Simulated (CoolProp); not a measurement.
Chlorine along the isobar 46.3 bar: density (kg/m³) from the reference equation and from simpler models built on Tc = 143.7 °C, pc = 76.42 bar, ω = 0.070; each cubic takes its own stable root.

The numbers come from the reference Helmholtz-energy equation of state, Thol 2021 in CoolProp.

```json
[
 {"T (°C)": "33.15", "phase": "liquid", "reference": "1379", "van der Waals": "880.8", "Soave-Redlich-Kwong": "1267", "Peng-Robinson": "1433"},
 {"T (°C)": "38.95", "phase": "liquid", "reference": "1361", "van der Waals": "869.2", "Soave-Redlich-Kwong": "1248", "Peng-Robinson": "1412"},
 {"T (°C)": "44.75", "phase": "liquid", "reference": "1342", "van der Waals": "857.2", "Soave-Redlich-Kwong": "1227", "Peng-Robinson": "1389"},
 {"T (°C)": "50.55", "phase": "liquid", "reference": "1322", "van der Waals": "844.6", "Soave-Redlich-Kwong": "1206", "Peng-Robinson": "1365"},
 {"T (°C)": "56.45", "phase": "liquid", "reference": "1302", "van der Waals": "831.1", "Soave-Redlich-Kwong": "1184", "Peng-Robinson": "1340"},
 {"T (°C)": "62.25", "phase": "liquid", "reference": "1281", "van der Waals": "817.2", "Soave-Redlich-Kwong": "1160", "Peng-Robinson": "1314"},
 {"T (°C)": "68.05", "phase": "liquid", "reference": "1260", "van der Waals": "802.4", "Soave-Redlich-Kwong": "1136", "Peng-Robinson": "1286"},
 {"T (°C)": "73.85", "phase": "liquid", "reference": "1238", "van der Waals": "786.5", "Soave-Redlich-Kwong": "1110", "Peng-Robinson": "___"},
 {"T (°C)": "79.65", "phase": "liquid", "reference": "1214", "van der Waals": "769.5", "Soave-Redlich-Kwong": "___", "Peng-Robinson": "1226"},
 {"T (°C)": "85.55", "phase": "liquid", "reference": "1189", "van der Waals": "750.5", "Soave-Redlich-Kwong": "1053", "Peng-Robinson": "1192"},
 {"T (°C)": "91.35", "phase": "liquid", "reference": "1162", "van der Waals": "729.6", "Soave-Redlich-Kwong": "1022", "Peng-Robinson": "1155"},
 {"T (°C)": "97.15", "phase": "liquid", "reference": "1133", "van der Waals": "162.7", "Soave-Redlich-Kwong": "987.0", "Peng-Robinson": "1116"},
 {"T (°C)": "102.95", "phase": "liquid", "reference": "1102", "van der Waals": "154.8", "Soave-Redlich-Kwong": "948.4", "Peng-Robinson": "1071"},
 {"T (°C)": "108.75", "phase": "liquid", "reference": "1066", "van der Waals": "148.1", "Soave-Redlich-Kwong": "904.0", "Peng-Robinson": "1021"},
 {"T (°C)": "114.65", "phase": "gas", "reference": "155.0", "van der Waals": "142.3", "Soave-Redlich-Kwong": "___", "Peng-Robinson": "160.6"},
 {"T (°C)": "120.45", "phase": "gas", "reference": "146.2", "van der Waals": "137.2", "Soave-Redlich-Kwong": "147.2", "Peng-Robinson": "152.2"}
]
```

### Question
What belongs in the gaps?

### Answer

- 73.85, Peng-Robinson: 1257
- 79.65, Soave-Redlich-Kwong: 1083
- 114.65, Soave-Redlich-Kwong: 155.1

At some of these states van der Waals gives the other phase, because its saturation line lies elsewhere.
